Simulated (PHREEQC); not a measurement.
Consider water at 25 °C with 0.17 mol/kgw HNO3, 0.2 mol/kgw KNO3 and 3.6e-05 mol/kgw CO2. Closed to the air; pH follows from the charge balance.

Model: ion-association model, wateq4f.dat, run in PHREEQC.

```tsv
quantity	before	after
pH	0.88	1.83
HCO3- (mol/kgw)	1.84e-10	1.30e-10
```

What was changed between the two runs?
A. temperature from 25 to 30 °C
B. temperature from 25 to 15 °C
C. HNO3 replaced by NaNO3 at the same molality
D. diluted 10-fold with water
E. HNO3 replaced by AgNO3 at the same molality

D, diluted 10-fold with water

This is a speciation only: nothing precipitates in the calculation.
